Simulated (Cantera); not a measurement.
Feed: 1 mol CO, 0.02 mol O₂, 0.4 mol H₂, at 1.33 mbar.

Equilibrium computed with Cantera from the NASA thermochemical tables; the gas is ideal and each condensed phase is pure. Candidate condensed phases: C, C₆H₆, C₇H₈, C₈H₁₈, H₂O; 110 gas species. Kinetics and transport are ignored.

Problem. At 1302 °C, list the 5 most abundant gas species with their mole fractions, and the condensed phases.

Solution. CO 0.701, H₂ 0.270, H₂O 0.0151, CO₂ 0.0135, H 0.000592. Condensed: gas only.
